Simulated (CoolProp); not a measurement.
Properties of dimethyl carbonate along the isobar 29.1 bar.

The numbers come from the reference Helmholtz-energy equation of state, Zhou 2011 in CoolProp.

```
T (K)   phase  density (kg/m³)  Joule-Thomson coefficient (K/MPa)  expansivity (1/kK)  fugacity coefficient
-----  ------  ---------------  ---------------------------------  ------------------  --------------------
328.8  liquid             1025                            -0.2961               1.307               0.01095
343.2  liquid             1006                            -0.2790               1.355               0.01889
357.6  liquid            986.1                            -0.2595               1.410               0.03083
372    liquid            965.9                            -0.2373               1.473               0.04795
386.4  liquid            945.1                            -0.2118               1.546               0.07149
400.8  liquid            923.7                            -0.1823               1.633                0.1027
415.2  liquid            901.6                            -0.1478               1.736                0.1426
429.5  liquid            878.8                            -0.1069               1.861                0.1918
443.9  liquid            854.6                           -0.05614               2.016                0.2519
458.3  liquid            829.0                           0.008539               2.217                0.3227
472.7  liquid            801.5                            0.09508               2.489                0.4045
487.1  liquid            771.2                             0.2185               2.886                0.4969
501.5  liquid            736.7                             0.4118               3.533                0.5990
515.9  liquid            694.6                             0.7653               4.802                0.7091
530.2     gas            86.99                              13.75               6.897                0.7643
544.6     gas            79.74                              11.37               5.351                0.7854
```
